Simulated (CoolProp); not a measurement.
1000 sccm (0 °C, 1 atm) of nitrogen bubbles through liquid decamethylcyclopentasiloxane (D5) at 363.2 K and leaves saturated at a total pressure of 0.0086 MPa (ideal gas phase). Each further row changes one setting.

Computed with CoolProp (reference Helmholtz-energy equation of state, Thol 2019).

| case | vapour pressure (kPa) | mole fraction of vapour | delivery (mg/min) | delivery (sccm) | change of delivery for a bath 1 K warmer (%) |
|---|---|---|---|---|---|
| as stated | 1.53 | 0.178 | 3590 | 217 | 6.4 |
| bath temperature 368.2 K | 1.97 | 0.229 | 4910 | 297 | 6.6 |
| total pressure 0.0172 MPa | 1.53 | 0.0891 | 1620 | 97.8 | 5.8 |
